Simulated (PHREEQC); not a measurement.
Dissolve 0.035 mol NH4Cl, 0.0043 mol NaOH and 0.00025 mol NaCl per kg of water at 26 °C. Closed to the air; pH follows from the charge balance.

The numbers come from PHREEQC with the ion-association model, phreeqc.dat.

```json
[
 {"quantity": "pH", "before": "8.45", "after": "8.65"},
 {"quantity": "ionic strength (mol/kgw)", "before": "0.0352", "after": "0.0353"},
 {"quantity": "NH4+ (mol/kgw)", "before": "0.0307", "after": "0.0286"},
 {"quantity": "SI of Halite (NaCl)", "before": "-5.52", "after": "-5.35"}
]
```

Task: Which change was made?
(A) NaCl from 0.00025 to 0.000125 mol/kgw
(B) 0.0077 mol/kgw NaH2PO4 added
(C) temperature from 26 to 90 °C
(D) NaOH from 0.0043 to 0.00645 mol/kgw
(E) 0.015 mol/kgw CO2 added

Result: D, NaOH from 0.0043 to 0.00645 mol/kgw

Precipitation was switched off in this run.
